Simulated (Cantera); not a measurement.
Cantera run:

```python
import numpy as np
import cantera as ct

gas_names = """
    CL CL2 H HCL H2 Mg MgCL MgCL2 MgH Mg2
""".split()
cond_names = """
    Mg(cr) Mg(L) MgCL2(s) MgCL2(L)
""".split()


# ... load() reads the species with a 1 bar reference pressure and builds the phases ...
atoms = {
    'MgCl2': {'Mg': 1, 'CL': 2},
    'H2': {'H': 2},
}
top_T = {}  # K; cautious upper limits of use, not melting points


# ... equilibrate(T, P, feed) seeds the gas with the atoms and calls Mixture.equilibrate('TP', solver="vcs", rtol=1e-11, max_steps=5000) ...
results = []
T = 1600  # K
P = 2900  # Pa
for m in [0.56, 1, 1.8, 3.3, 6, 11, 20, 36, 65, 120, 210]:
    feed = {'MgCl2': 1, 'H2': m}  # mol
    mix = equilibrate(T, P, feed)
    results.append((T, P, feed, dict(zip(mix.species_names, mix.species_moles))))

top = {s: max(r[3][s] / sum(r[3][g] for g in gas_names) for r in results) for s in gas_names}
cols = sorted((s for s in top if top[s] > 1e-05), key=lambda s: -top[s])[:8]
seen = [c for c in cond_names if any(r[3].get(c, 0) > 1e-12 for r in results)]
print("log10 of partial pressures in bar; condensed amounts in mol")
print(f"{'n(H2)':>10s}" + "".join(f"{s[:9]:>10s}" for s in cols + seen))
for T, P, feed, n in results:
    ng = sum(n[g] for g in gas_names)
    print(f"{feed['H2']:10.4g}" + "".join(f"{np.log10(max(n[s] / ng * P / 1e5, 1e-99)):10.3f}" for s in cols)
          + "".join(f"{n.get(c, 0):10.4g}" for c in seen))
```

Output:

```
log10 of partial pressures in bar; condensed amounts in mol
     n(H2)        H2     MgCL2       HCL        Mg      MgCL         H       MgH        CL
      0.56    -2.004    -1.746    -3.138    -3.471    -4.294    -5.267    -6.414    -6.503
         1    -1.856    -1.856    -3.127    -3.456    -4.342    -5.193    -6.325    -6.566
       1.8    -1.744    -2.007    -3.141    -3.466    -4.422    -5.136    -6.279    -6.636
       3.3    -1.664    -2.199    -3.180    -3.501    -4.536    -5.097    -6.275    -6.714
         6    -1.614    -2.420    -3.238    -3.556    -4.674    -5.072    -6.305    -6.798
        11    -1.583    -2.669    -3.312    -3.627    -4.833    -5.056    -6.360    -6.887
        20    -1.565    -2.934    -3.395    -3.707    -5.006    -5.047    -6.431    -6.979
        36    -1.555    -3.213    -3.485    -3.795    -5.190    -5.042    -6.514    -7.074
        65    -1.548    -3.516    -3.584    -3.893    -5.390    -5.039    -6.609    -7.177
       120    -1.544    -3.861    -3.699    -4.006    -5.619    -5.037    -6.720    -7.293
       210    -1.542    -4.220    -3.818    -4.124    -5.857    -5.036    -6.836    -7.413
```

Equilibrium computed with Cantera from the NASA thermochemical tables; the gas is ideal and each condensed phase is pure. The tables' values for MgH are old estimates; treat these amounts as uncertain.
